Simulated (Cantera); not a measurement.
Mixture: C₃H₈ : O₂ : N₂ : H₂O = 1 : 3.12 : 11.8 : 4 (molar parts), at 10.0 bar, adiabatic and at constant pressure. Ignition delay is the time to a rise of 400 K.

Computed with Cantera and GRI-Mech 3.0 (53 species, 325 reactions). GRI-Mech 3.0 was tuned for natural gas; its chemistry of propane as a main component is partial and can be far from experiment.

### Question
Predict: delay at 1275 K; delay at 1375 K; delay at 1475 K; delay at 1575 K; delay at 1675 K; delay at 1775 K; delay at 1875 K; apparent activation energy between 1675 and 1875 K.

### Answer
```json
{
  "delay at 1275 K": "0.524 ms",
  "delay at 1375 K": "0.118 ms",
  "delay at 1475 K": "34.4 µs",
  "delay at 1575 K": "12.8 µs",
  "delay at 1675 K": "5.84 µs",
  "delay at 1775 K": "3.17 µs",
  "delay at 1875 K": "1.96 µs",
  "apparent activation energy between 1675 and 1875 K": "140 kJ/mol"
}
```
